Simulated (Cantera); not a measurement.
**Equilibrium for fluorocarbon and chlorocarbon gases: CH₃Cl + CH₄**

Input: 1 mol CH₃Cl, 0.69 mol CH₄, held at 2500 K and 0.100 bar.

Cantera equilibrium calculation (NASA polynomials, part measured and part estimated; ideal gas, pure solids and liquids). Candidate condensed phases: C, C₆H₆, C₇H₈, C₈H₁₈; 91 gas species. Kinetics and transport are ignored.

The x(H₂) is 0.645 and the x(HCl) is 0.265. The x(H) is 0.0639. The x(Cl) is 0.0185. The x(C₂H₂ (acetylene)) is 0.00698 and the x(C₂H) comes out as 4.96e-5. The x(C₂HCl) is 3.29e-5 and the x(C₄H₂) is 3.12e-5. The x(CH₃) is 1.11e-5 and the n(C(graphite)) comes out as 1.64 mol. The gas amount is 3.525 mol.
